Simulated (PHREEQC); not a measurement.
A solution holds 42 mmol/kgw Na3PO4, 0.12 mmol/kgw H2SiF6 and 0.28 mmol/kgw Na2HPO4, at 60 °C. Closed to the air; pH follows from the charge balance.

Model: ion-association model, phreeqc.dat, run in PHREEQC.

```
quantity                    before     after
------------------------  --------  --------
pH                           11.20     11.39
ionic strength (mol/kgw)     0.204     0.210
HPO4-2 (mol/kgw)            0.0217    0.0192
NaHPO4- (mol/kgw)          0.00145   0.00130
F- (mol/kgw)              0.000696  0.000696
NaF (mol/kgw)              2.41e-5   2.43e-5
```

Problem. Which change was made?
(A) Na3PO4 left out
(B) diluted 5-fold with water
(C) 0.0016 mol/kgw KCl added
(D) temperature from 60 to 50 °C
(E) Na2HPO4 left out

Solution. D, temperature from 60 to 50 °C

Precipitation was switched off in this run. At this temperature some constants are extrapolated from 25 °C, and those without enthalpy data are left unchanged. SiF6-2 is the database's only silicon fluoride.
